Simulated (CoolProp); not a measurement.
Vapour-liquid equilibrium of R143a (1) + isobutane (2) at 0.112 MPa; x and y are mole fractions of (1).

Values from CoolProp's multi-fluid Helmholtz-energy mixture model, Lemmon and Jacobsen 2000 and Bücker 2006; pair parameters Bell 2016.

```json
[
 {"x": "0.05", "bubble temperature, mixture model (K)": "250.6", "bubble temperature, Raoult's law (K)": "260.2", "y, mixture model": "0.433", "y, Raoult's law": "0.181"},
 {"x": "0.125", "bubble temperature, mixture model (K)": "240.5", "bubble temperature, Raoult's law (K)": "255.3", "y, mixture model": "0.658", "y, Raoult's law": "0.381"},
 {"x": "0.2", "bubble temperature, mixture model (K)": "235.7", "bubble temperature, Raoult's law (K)": "251.2", "y, mixture model": "0.740", "y, Raoult's law": "0.524"},
 {"x": "0.275", "bubble temperature, mixture model (K)": "233.3", "bubble temperature, Raoult's law (K)": "247.7", "y, mixture model": "0.779", "y, Raoult's law": "0.630"},
 {"x": "0.35", "bubble temperature, mixture model (K)": "232.0", "bubble temperature, Raoult's law (K)": "244.6", "y, mixture model": "0.800", "y, Raoult's law": "0.711"},
 {"x": "0.425", "bubble temperature, mixture model (K)": "231.1", "bubble temperature, Raoult's law (K)": "241.9", "y, mixture model": "0.813", "y, Raoult's law": "0.774"},
 {"x": "0.5", "bubble temperature, mixture model (K)": "230.6", "bubble temperature, Raoult's law (K)": "239.5", "y, mixture model": "0.824", "y, Raoult's law": "0.825"},
 {"x": "0.575", "bubble temperature, mixture model (K)": "230.1", "bubble temperature, Raoult's law (K)": "237.3", "y, mixture model": "0.834", "y, Raoult's law": "0.866"},
 {"x": "0.65", "bubble temperature, mixture model (K)": "229.7", "bubble temperature, Raoult's law (K)": "235.3", "y, mixture model": "0.845", "y, Raoult's law": "0.900"},
 {"x": "0.725", "bubble temperature, mixture model (K)": "229.2", "bubble temperature, Raoult's law (K)": "233.5", "y, mixture model": "0.860", "y, Raoult's law": "0.928"},
 {"x": "0.8", "bubble temperature, mixture model (K)": "228.8", "bubble temperature, Raoult's law (K)": "231.9", "y, mixture model": "0.880", "y, Raoult's law": "0.952"},
 {"x": "0.875", "bubble temperature, mixture model (K)": "228.4", "bubble temperature, Raoult's law (K)": "230.3", "y, mixture model": "0.910", "y, Raoult's law": "0.972"},
 {"x": "0.95", "bubble temperature, mixture model (K)": "228.1", "bubble temperature, Raoult's law (K)": "228.9", "y, mixture model": "0.956", "y, Raoult's law": "0.990"}
]
```

The largest gap from Raoult's law is -15.5 K in bubble temperature, at x = 0.2. No azeotrope shows between x = 0.05 and 0.95.

Pair parameters are fitted to limited data, so mixtures are less certain than the pure fluids. With so large a gap from Raoult's law the liquid may split in two, which this calculation doesn't test in full.
